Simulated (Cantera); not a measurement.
A closed system holds: 1 mol SiCl₄, 0.52 mol HCl, 6.5 mol H₂, at 1300000 Pa.

Cantera equilibrium calculation (NASA polynomials, part measured and part estimated; ideal gas, pure solids and liquids). Candidate condensed phases: Si; 19 gas species. The tables' values for SiCl₃ are old estimates; treat these amounts as uncertain. Kinetics and transport are ignored.

**Question.** At 825 °C, list the 5 most abundant gas species with their mole fractions, and the condensed phases.

**Answer.** H₂ 0.794, SiCl₄ 0.109, HCl 0.0811, SiHCl₃ 0.0155, SiH₂Cl₂ 0.000264. Condensed: gas only.
